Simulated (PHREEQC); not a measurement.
A solution holds 32 mmol/kgw HF, 26 mmol/kgw CsF and 0.077 mmol/kgw H2SiF6, at 85 °C. Closed to the air; pH follows from the charge balance.

Computed with PHREEQC (ion-association model, wateq4f.dat).

No solid was allowed to form.

What pH, ionic strength does the model give?

pH 3.52; ionic strength 0.0264 mol/kgw.

In which forms is F present?

HF 49 %, F- 40 %, HF2- 9.7 %, SiF6-2 0.8 %, H2F2 0.7 % of the F.

Complexes and solids missing from the database can't appear. Constants without temperature data keep their 25 °C values here. SiF6-2 is the database's only silicon fluoride.
